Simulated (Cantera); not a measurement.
What does this Cantera script print?

```python
import numpy as np
import cantera as ct

gas = ct.Solution("gri30.yaml")
gas.TPX = 375, 68000, {'CH3OH': 1, 'O2': 1.58, 'N2': 5.94}
flame = ct.FreeFlame(gas, width=0.052)
flame.set_refine_criteria(ratio=3, slope=0.08, curve=0.16)
flame.transport_model = "mixture-averaged"
flame.solve(loglevel=0, auto=True)
flame.transport_model = "multicomponent"
flame.soret_enabled = True
flame.solve(loglevel=0, refine_grid=True)
z, T = flame.grid, flame.T
thick = (T[-1] - T[0]) / np.gradient(T, z).max()
show = ['CH3OH', 'O2', 'N2O', 'H2', 'NO2', 'C2H']
print(f"laminar burning velocity  {flame.velocity[0] * 100:.3f} cm/s")
print(f"burnt temperature         {T[-1]:.1f} K")
print(f"thermal thickness         {thick * 1e3:.4f} mm")
print(f"grid points               {len(z)}")
z0 = z[flame.heat_release_rate.argmax()]
print(f"{'z/mm':>9s}{'T/K':>9s}{'u/(m/s)':>9s}" + "".join(f"{s:>11s}" for s in show))
rows = []
for k in (-3, -2, -1.5, -1, -0.5, -0.25, 0, 0.25, 0.5, 1, 2, 4, 8):
    zz = z0 + k * thick
    rows.append([k * thick, np.interp(zz, z, T), np.interp(zz, z, flame.velocity),
                 *(np.interp(zz, z, flame.X[gas.species_index(s)]) for s in show)])
    print(f"{rows[-1][0] * 1e3:9.3f}{rows[-1][1]:9.1f}{rows[-1][2]:9.3f}" + "".join(f"{x:11.3e}" for x in rows[-1][3:]))
```

Output:

```
laminar burning velocity  59.702 cm/s
burnt temperature         2230.6 K
thermal thickness         0.4778 mm
grid points               142
     z/mm      T/K  u/(m/s)      CH3OH         O2        N2O         H2        NO2        C2H
   -1.433    375.1    0.598  1.173e-01  1.853e-01  3.697e-13  7.028e-04  2.458e-11 -2.852e-20
   -0.956    376.4    0.601  1.171e-01  1.850e-01  7.446e-12  2.130e-03  4.210e-10  4.419e-20
   -0.717    382.5    0.612  1.169e-01  1.842e-01  5.633e-11  3.974e-03  2.779e-09  2.306e-19
   -0.478    438.9    0.707  1.147e-01  1.795e-01  8.529e-10  8.080e-03  3.249e-08 -2.201e-18
   -0.239    807.0    1.338  8.830e-02  1.488e-01  1.095e-08  1.697e-02  2.372e-07  1.289e-16
   -0.119   1200.6    2.051  4.859e-02  1.124e-01  2.720e-08  2.330e-02  2.516e-07  2.821e-13
    0.000   1615.2    2.844  5.896e-03  7.130e-02  5.262e-08  2.593e-02  3.640e-08  1.311e-10
    0.119   1743.9    3.077  3.231e-05  4.798e-02  7.245e-08  1.793e-02  5.870e-10  1.974e-10
    0.239   1791.0    3.144  6.226e-08  3.728e-02  8.330e-08  1.409e-02  4.545e-10  1.797e-11
    0.478   1857.1    3.236  2.216e-11  3.012e-02  8.729e-08  1.311e-02  6.601e-10  6.875e-14
    0.956   1937.7    3.356  4.764e-15  2.592e-02  8.929e-08  1.219e-02  1.070e-09  2.003e-17
    1.911   2026.6    3.492  5.600e-17  2.240e-02  9.671e-08  9.980e-03  1.933e-09  4.882e-18
    3.822   2107.5    3.612  1.858e-17  1.899e-02  1.072e-07  7.449e-03  3.862e-09  1.158e-18
```

Model: GRI-Mech 3.0 (53 species, 325 reactions), integrated in Cantera. GRI-Mech 3.0 was tuned for natural gas; its chemistry of methanol as a main component is partial and can be far from experiment. Burning velocities carry a grid error of a few per cent, more on coarse grids.
